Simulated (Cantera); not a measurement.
A closed system holds: 1 mol CCl₄, 0.066 mol Si, 6.9 mol H₂, held at 600 °C and 210 Torr.

These are equilibrium values from Cantera (NASA tables, ideal gas, pure condensed phases), not measurements of a reactor. Candidate condensed phases: C, C₆H₆, C₇H₈, C₈H₁₈, Si, SiC; 109 gas species. Kinetics and transport are ignored.

### Question
What is the equilibrium state?

### Answer
- x(H₂): 0.521
- x(HCl): 0.437
- x(CH₄): 0.0340
- x(SiCl₄): 0.00771
- x(SiHCl₃): 1.97e-5
- n(C(graphite)): 0.709 mol
- gas amount: 8.543 mol
- log10 activity of Si(s) (absent): -9.51
